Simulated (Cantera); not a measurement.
Input (Python, Cantera) and output of one run.

```python
import numpy as np
import cantera as ct

gas_names = """
    AL ALN ALO ALO2 AL2 AL2O AL2O2 N NO NO2 NO3 N2 N2O O O2 O3
""".split()
cond_names = """
    AL(cr) AL(L) ALN(s) AL2O3(a) AL2O3(L)
""".split()


# ... load() reads the species with a 1 bar reference pressure and builds the phases ...
atoms = {
    'Al2O3': {'AL': 2, 'O': 3},
    'N2': {'N': 2},
}
top_T = {'ALN(s)': 2750}  # K; cautious upper limits of use, not melting points


# ... equilibrate(T, P, feed) seeds the gas with the atoms and calls Mixture.equilibrate('TP', solver="vcs", rtol=1e-11, max_steps=5000) ...
results = []
feed = {'Al2O3': 1, 'N2': 0.45}  # mol
T = 1323.15  # K
P = 500000  # Pa
mix = equilibrate(T, P, feed)
results.append((T, P, feed, dict(zip(mix.species_names, mix.species_moles))))
x = sorted(zip(gas.X, gas.species_names), reverse=True)
print(f"T = {T:g} K  P = {P:g} Pa  gas = {mix.phase_moles(0):.4g} mol")
print("   x: " + "  ".join(f"{s} {v:.3e}" for v, s in x if v > 0.001))
print("   condensed (mol): " + ("  ".join(f"{mix.phase(i).name} {mix.phase_moles(i):.4g}"
      for i in range(1, mix.n_phases) if mix.phase_moles(i) > 1e-12) or "none"))
```

It prints:

```
T = 1323.15 K  P = 500000 Pa  gas = 0.45 mol
   x: N2 1.000e+00
   condensed (mol): AL2O3(a) 1
```

These are equilibrium values from Cantera (NASA tables, ideal gas, pure condensed phases), not measurements of a reactor.
